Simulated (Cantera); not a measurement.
# Thermodynamics of aluminium nitride and oxide growth, feed AlCl3 + N2 + H2

Charge: 1 mol AlCl3, 81 mol N2, 37 mol H2, at 0.0100 bar.

These are equilibrium values from Cantera (NASA tables, ideal gas, pure condensed phases), not measurements of a reactor. Candidate condensed phases: Al, AlCl3, AlN, NH4Cl; 20 gas species. The tables' values for AlCl2 are old estimates; treat these amounts as uncertain. Kinetics and transport are ignored.

| T (°C) | x N2 | x H2 | x HCl | x AlCl | x H | x AlCl3 | x AlCl2 | x Cl | n AlN(s) |
|---|---|---|---|---|---|---|---|---|---|
| 927 | 0.677 | 0.300 | 0.0219 | 2.89e-6 | 1.08e-6 | 0.00109 | 9.89e-6 | 6.85e-8 | 0.869 |
| 977 | 0.677 | 0.300 | 0.0218 | 1.18e-5 | 2.65e-6 | 0.00113 | 2.34e-5 | 1.64e-7 | 0.861 |
| 1027 | 0.677 | 0.300 | 0.0216 | 4.27e-5 | 6.06e-6 | 0.00116 | 5.16e-5 | 3.68e-7 | 0.851 |
| 1077 | 0.677 | 0.300 | 0.0213 | 0.000140 | 1.31e-5 | 0.00117 | 0.000106 | 7.73e-7 | 0.831 |
| 1127 | 0.677 | 0.300 | 0.0209 | 0.000419 | 2.67e-5 | 0.00115 | 0.000204 | 1.53e-6 | 0.788 |
| 1177 | 0.677 | 0.300 | 0.0201 | 0.00113 | 5.18e-5 | 0.00107 | 0.000359 | 2.83e-6 | 0.695 |
| 1227 | 0.676 | 0.301 | 0.0186 | 0.00275 | 9.65e-5 | 0.000880 | 0.000558 | 4.82e-6 | 0.500 |
| 1277 | 0.676 | 0.301 | 0.0160 | 0.00583 | 0.000173 | 0.000580 | 0.000722 | 7.35e-6 | 0.145 |
| 1327 | 0.675 | 0.301 | 0.0154 | 0.00739 | 0.000298 | 0.000303 | 0.000639 | 1.21e-5 | 0 |
| 1377 | 0.675 | 0.300 | 0.0158 | 0.00767 | 0.000498 | 0.000155 | 0.000505 | 2.06e-5 | 0 |
| 1427 | 0.675 | 0.300 | 0.0161 | 0.00785 | 0.000807 | 8.01e-5 | 0.000395 | 3.36e-5 | 0 |
| 1477 | 0.675 | 0.299 | 0.0162 | 0.00797 | 0.00127 | 4.22e-5 | 0.000310 | 5.32e-5 | 0 |
| 1527 | 0.674 | 0.299 | 0.0163 | 0.00805 | 0.00196 | 2.28e-5 | 0.000245 | 8.17e-5 | 0 |
x: gas mole fraction; n: condensed amount in mol.

From 927 °C to 1277 °C the condensed part is AlN(s). From 1327 °C to 1527 °C nothing is condensed. The main Al-bearing gas is AlCl3 at 927 °C and AlCl at 1527 °C.
